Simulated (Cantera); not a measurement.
Thermodynamics of boron, boron nitride and boron oxide, feed B + NH3 + N2

A closed system holds: 1 mol B, 13 mol NH3, 0.28 mol N2, equilibrated at 2348 K and 10.0 mbar.

Method: chemical equilibrium by Gibbs-energy minimisation in Cantera with the NASA 1993 tables (ideal gas, pure condensed phases). Candidate condensed phases: B, BN; 15 gas species. The tables' values for BH2 are old estimates; treat these amounts as uncertain. Equilibrium is a limit: real reactors are often held back by kinetics, nucleation or transport.

```yaml
x(H2): 0.652
x(N2): 0.245
x(H): 0.0997
x(B): 0.00183
x(BH2): 0.00166
x(BH): 0.000114
x(BN): 4.55e-5
x(BH3): 4.03e-6
n(B(s)): 0.899 mol
gas_amount: 27.71 mol
```
